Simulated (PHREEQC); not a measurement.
**Buffer: an equilibrium model**

A solution holds 86 mmol/kgw KH2PO4 and 28 mmol/kgw Na2CO3, at 25 °C. Closed to the air; pH follows from the charge balance.

Computed with PHREEQC (ion-association model, wateq4f.dat).

Precipitation was switched off in this run.

Q: Predict the pH, ionic strength.

A: pH 6.64; ionic strength 0.172 mol/kgw.

Q: In which forms is Na present?

A: Na+ 97 %, NaHPO4- 1.9 %, NaHCO3 0.6 % of the Na.

H3PO4, which wateq4f.dat lacks, is added to it with the constant of phreeqc.dat.
